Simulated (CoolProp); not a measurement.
Normal hydrogen at 298.15 K and 0.512 MPa flows at 0.086 m/s in a round tube of 100 mm bore and 45 µm roughness, fully developed (64/Re and Nu = 3.66 if laminar; Colebrook and Gnielinski if turbulent). Each further row changes one setting.

Model: reference Helmholtz-energy equation of state, Leachman 2009, in CoolProp.

```json
[
 {"case": "as stated", "Reynolds number": "___", "Darcy friction factor": "___", "pressure drop (Pa/m)": "0.00245", "heat-transfer coefficient (W/(m² K))": "6.82", "mass flow (kg/h)": "___"},
 {"case": "velocity 0.172 m/s", "Reynolds number": "802", "Darcy friction factor": "0.0798", "pressure drop (Pa/m)": "___", "heat-transfer coefficient (W/(m² K))": "6.82", "mass flow (kg/h)": "2.02"},
 {"case": "diameter 200 mm", "Reynolds number": "802", "Darcy friction factor": "0.0798", "pressure drop (Pa/m)": "0.000613", "heat-transfer coefficient (W/(m² K))": "___", "mass flow (kg/h)": "___"}
]
```

Problem. Some entries are withheld; supply them.

Solution. 
- as stated, Reynolds number: 401
- as stated, Darcy friction factor: 0.160
- as stated, mass flow (kg/h): 1.01
- velocity 0.172 m/s, pressure drop (Pa/m): 0.00490
- diameter 200 mm, heat-transfer coefficient (W/(m² K)): 3.41
- diameter 200 mm, mass flow (kg/h): 4.04

Viscosity comes from a separate model (Muzny 2013). Thermal conductivity comes from a separate model (Assael 2011).
